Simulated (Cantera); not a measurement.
What does this Cantera script print?

```python
import numpy as np
import cantera as ct

gas = ct.Solution("gri30.yaml")
gas.TPX = 1300, 88, {'C2H6': 1, 'N2': 44}
reactor = ct.IdealGasConstPressureReactor(gas, energy="off", clone=False)
net = ct.ReactorNet([reactor])
net.rtol, net.atol = 1e-08, 1e-18
show = ['C2H6', 'H2', 'C2H4', 'CH4', 'CH2', 'C2H']
times = np.geomspace(3e-05, 40, 13)

steps = ct.SolutionArray(gas, extra=["t"])
rows = []
print(f"{'t/s':>10s}{'T/K':>9s}{'P/Pa':>11s}" + "".join(f"{s:>11s}" for s in show))
for t in times:
    while net.time < t:
        t_next = net.step()
        steps.append(gas.state, t=t_next)
    rows.append([np.interp(t, steps.t, y) for y in (steps.T, steps.P, *steps(*show).X.T)])
    print(f"{t:10.3e}{rows[-1][0]:9.1f}{rows[-1][1]:11.4g}" + "".join(f"{x:11.3e}" for x in rows[-1][2:]))
rate = np.gradient(steps.T, steps.t)
print("integrator steps:", len(steps.t))
if steps.T.max() > steps.T[0] + 200:
    print(f"time of steepest temperature rise: {steps.t[rate.argmax()]:.4e} s")
gas.TPX = 1300, 88, {'C2H6': 1, 'N2': 44}
gas.equilibrate("TP")
print(f"equilibrium (TP): T = {gas.T:.1f} K  " + "  ".join(f"{s} {gas[s].X[0]:.3e}" for s in show))
```

Result:

```
       t/s      T/K       P/Pa       C2H6         H2       C2H4        CH4        CH2        C2H
 3.000e-05   1300.0         88  2.222e-02  3.081e-13  1.748e-13  1.895e-11  4.605e-17  3.506e-35
 9.717e-05   1300.0         88  2.222e-02  3.227e-12  3.306e-12  1.983e-10  1.950e-15  1.818e-32
 3.147e-04   1300.0         88  2.222e-02  3.706e-11  8.381e-11  2.079e-09  7.312e-14  1.595e-29
 1.019e-03   1300.0         88  2.222e-02  7.737e-10  2.452e-09  2.179e-08  2.528e-12  3.653e-26
 3.302e-03   1300.0         88  2.221e-02  3.704e-08  7.382e-08  2.277e-07  8.328e-11  2.016e-22
 1.069e-02   1300.0         88  2.217e-02  1.772e-06  2.287e-06  2.356e-06  2.533e-09  1.707e-18
 3.464e-02   1300.0         88  2.199e-02  6.587e-05  7.174e-05  2.364e-05  5.452e-08  3.714e-14
 1.122e-01   1300.0         88  2.038e-02  1.143e-03  1.222e-03  2.340e-04  3.868e-07  5.897e-11
 3.634e-01   1300.0         88  1.179e-02  7.726e-03  7.788e-03  2.134e-03  1.023e-06  1.579e-09
 1.177e+00   1300.0         88  6.782e-04  2.013e-02  1.142e-02  6.585e-03  5.575e-07  1.002e-08
 3.813e+00   1300.0         88  1.279e-05  2.651e-02  6.300e-03  6.778e-03  4.242e-08  4.287e-09
 1.235e+01   1300.0         88  1.437e-06  2.967e-02  3.206e-03  6.705e-03  5.597e-09  1.839e-09
 4.000e+01   1300.0         88  4.010e-07  3.170e-02  1.196e-03  6.650e-03  1.252e-09  9.675e-10
integrator steps: 1109
equilibrium (TP): T = 1300.0 K  C2H6 1.224e-12  H2 4.254e-02  C2H4 6.502e-07  CH4 6.181e-06  CH2 2.459e-12  C2H 4.992e-10
```

Cantera simulation using GRI-Mech 3.0 (53 species, 325 reactions); the numbers are that mechanism's predictions, not measurements. GRI-Mech 3.0 stops at C3 and has no aromatics, soot or wall deposition, so with more carbon than oxygen in the feed, carbon stays in small species such as C2H2 where larger ones or solid carbon would form. Radical loss at walls, strong at low pressure, is not modelled.
